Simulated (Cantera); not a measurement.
Source: NASA polynomial tables (part measured, part estimated), evaluated in Cantera. Values are per mole of reaction as written; species without (g) are pure solids or liquids, kept so even where they would boil at 1 bar.

Between 1700 and 2600 K, where is each reaction favourable under standard conditions?
- Nb + O2(g) = NbO2(g)
- 2 C + O2(g) = 2 CO(g)
- 4 Al + O2(g) = 2 Al2O(g)


- Nb + O2(g) = NbO2(g): ΔG° is -242 kJ at 1700 K and -255 kJ at 2600 K; it stays negative (K > 1). ΔH° is -225 kJ and ΔS° 11 J/K at 2600 K.
- 2 C + O2(g) = 2 CO(g): ΔG° is -522 kJ at 1700 K and -671 kJ at 2600 K; it stays negative (K > 1). ΔH° is -248 kJ and ΔS° 163 J/K at 2600 K.
- 4 Al + O2(g) = 2 Al2O(g): ΔG° is -526 kJ at 1700 K and -593 kJ at 2600 K; it stays negative (K > 1). ΔH° is -421 kJ and ΔS° 66 J/K at 2600 K.
